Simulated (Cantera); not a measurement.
Input: 1 mol Si₃N₄, 0.016 mol N₂O, 62 mol N₂, held at 1.00 bar.

These are equilibrium values from Cantera (NASA tables, ideal gas, pure condensed phases), not measurements of a reactor. Candidate condensed phases: Si, SiO₂, Si₂N₂O, Si₃N₄; 16 gas species. Equilibrium is a limit: real reactors are often held back by kinetics, nucleation or transport.

Over these rows the condensed part is Si₃N₄(s). Partial pressures as log10 of bar:

| T (K) | 1000/T (1/K) | log p Si | log p N₂ |
|---|---|---|---|
| 1898 | 0.5269 | -5.84 | 0.00 |
| 1948 | 0.5133 | -5.36 | 0.00 |
| 1998 | 0.5005 | ? | 0.00 |
| 2048 | 0.4883 | -4.47 | 0.00 |
| 2098 | 0.4766 | -4.05 | 0.00 |
| 2148 | 0.4655 | -3.66 | 0.00 |

Task: Fit log p(Si) = a + b·(1000/T) to the five rows, give the apparent enthalpy, and predict the row at 1998 K.

Result: Means: 1000/T = 0.4941, log p = -4.676. Sxy = -0.092519, Sxx = 0.0026023, so b = -35.55 and a = -4.676 − (-35.55)×0.4941 = 12.89.
Apparent enthalpy: −19.145 × (-35.55) = 681 kJ/mol. With the condensed phases at unit activity, 1/3 Si₃N₄(s) = Si(g) + 2/3 N₂(g) links this pressure to the main gases: over the six rows their terms move log p by +0.00 in all, so the slope is close to that reaction's ΔH°. The five rows lie within 0.01 of the line.
Prediction at 1998 K: 12.89 + (-35.55)×0.5005 = -4.90. The computed value is -4.90, 0.00 from the line.
